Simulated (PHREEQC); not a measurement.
A solution holds 0.22 mol HCl and 0.00012 mol LiCl per kg of water, at 20 °C. Closed to the air; pH follows from the charge balance.

Computed with PHREEQC (ion-association model, phreeqc.dat).

| quantity | before | after |
|---|---|---|
| pH | 0.76 | 7.08 |
| ionic strength (mol/kgw) | 0.220 | 0.000120 |

### Question
Name the change that produced these shifts.
A. LiCl from 0.00012 to 2.4e-05 mol/kgw
B. HCl replaced by CdCl2 at the same molality
C. diluted 10-fold with water
D. HCl left out

### Answer
D, HCl left out

This is a speciation only: nothing precipitates in the calculation.
